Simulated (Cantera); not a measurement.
A Cantera script and its output.

```python
import numpy as np
import cantera as ct

surf = ct.Interface("diamond.yaml", "diamond_100")
gas, bulk = surf.adjacent["gas"], surf.adjacent["diamond"]
k = surf.kinetics_species_index(bulk.species_names[0])
cover = ["c6HH", "c6H*", "c6*H", "c6**", "c6HM", "c6B"]

rows, drift = [], 0.0
print(f"{'xH':>10s}{'um/h':>11s}" + "".join(f"{s:>11s}" for s in cover))
for v in [0.0001, 0.0002, 0.00038, 0.00075, 0.0015, 0.0028, 0.0056, 0.011, 0.021]:
    T, P, xH, xCH3 = 1400, 12000, v, 0.00048
    gas.TPX = T, P, {"H": xH, "CH3": xCH3, "CH4": 0.0045, "H2": 1 - xH - xCH3 - 0.0045}
    surf.TP = bulk.TP = T, P
    surf.coverages = "c6H*:0.1, c6HH:0.9"
    surf.advance_coverages(100.0)
    before = surf.coverages
    surf.advance_coverages(100.0)
    drift = max(drift, np.max(np.abs(surf.coverages - before) / (surf.coverages + 1e-9)))
    rate = surf.net_production_rates[k] * bulk.mean_molecular_weight / bulk.density * 3.6e9
    rows.append([rate, *surf[cover].coverages])
    print(f"{v:10.4g}{rate:11.4e}" + "".join(f"{x:11.3e}" for x in rows[-1][1:]))
```

It prints:

```
        xH       um/h       c6HH       c6H*       c6*H       c6**       c6HM        c6B
    0.0001 1.0394e-01  7.128e-01  2.790e-02  2.554e-01  3.069e-03  1.295e-04  2.821e-10
    0.0002 4.5413e-01  5.984e-01  3.861e-02  3.534e-01  7.656e-03  1.833e-04  1.232e-09
   0.00038 1.3980e+00  5.043e-01  4.705e-02  4.306e-01  1.514e-02  2.344e-04  3.794e-09
   0.00075 3.5025e+00  4.304e-01  5.317e-02  4.866e-01  2.618e-02  2.893e-04  9.504e-09
    0.0015 6.8215e+00  3.822e-01  5.670e-02  5.187e-01  3.871e-02  3.449e-04  1.851e-08
    0.0028 1.0342e+01  3.564e-01  5.834e-02  5.334e-01  4.878e-02  3.879e-04  2.806e-08
    0.0056 1.4459e+01  3.401e-01  5.927e-02  5.412e-01  5.707e-02  4.190e-04  3.924e-08
     0.011 1.9049e+01  3.317e-01  5.979e-02  5.446e-01  6.221e-02  4.278e-04  5.169e-08
     0.021 2.4967e+01  3.274e-01  6.020e-02  5.460e-01  6.514e-02  4.146e-04  6.775e-08
```

Detailed kinetics in Cantera: the Harris–Goodwin 1993 mechanism for the reconstructed diamond (100) surface.
